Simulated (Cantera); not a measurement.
Input: 1 mol SO2, 3.6 mol O2, 0.35 mol H2, equilibrated at 998 K.

Cantera equilibrium calculation (NASA polynomials, part measured and part estimated; ideal gas, pure solids and liquids). Candidate condensed phases: H2O, H2SO4, S; 19 gas species. Equilibrium is a limit: real reactors are often held back by kinetics, nucleation or transport.

At 1.50 Torr, list the 4 most abundant gas species with their mole fractions, and the condensed phases.

O2 0.715, SO2 0.197, H2O 0.0738, SO3 0.0138. Condensed: gas only.
